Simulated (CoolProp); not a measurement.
Fluoroethane (R161) at several states: Z from the reference equation and from simpler models built on Tc = 102.1 °C, pc = 5.010 MPa, ω = 0.216; each cubic takes its own stable root.

Computed with CoolProp (reference Helmholtz-energy equation of state, Wu 2012).

| T (°C) | p (MPa) | phase | reference |
|---|---|---|---|
| 68.45 | 5 | liquid | 0.1367 |
| -103.05 | 0.0161 | liquid | 0.0006047 |
| 150.95 | 5 | gas | 0.7349 |
| 133.75 | 0.974 | gas | 0.9459 |
| -54.55 | 5 | liquid | 0.1563 |
| 155.85 | 0.554 | gas | 0.9745 |

Question: How far does each simpler model (van der Waals, Redlich-Kwong, Soave-Redlich-Kwong, Peng-Robinson) lie from the reference over these 6 states: mean and median of the absolute difference, and the worst?

Answer: 
- van der Waals: mean 27412.5 %, median 36.7 %, worst +164328.6 % at -103.05 °C and 0.0161 MPa
- Redlich-Kwong: mean 10.9 %, median 9.2 %, worst +29.3 % at 68.45 °C and 5 MPa
- Soave-Redlich-Kwong: mean 9.8 %, median 8.8 %, worst +24.8 % at 68.45 °C and 5 MPa
- Peng-Robinson: mean 3.1 %, median 2.1 %, worst +10.6 % at 68.45 °C and 5 MPa

At some of these states van der Waals gives the other phase, because its saturation line lies elsewhere.
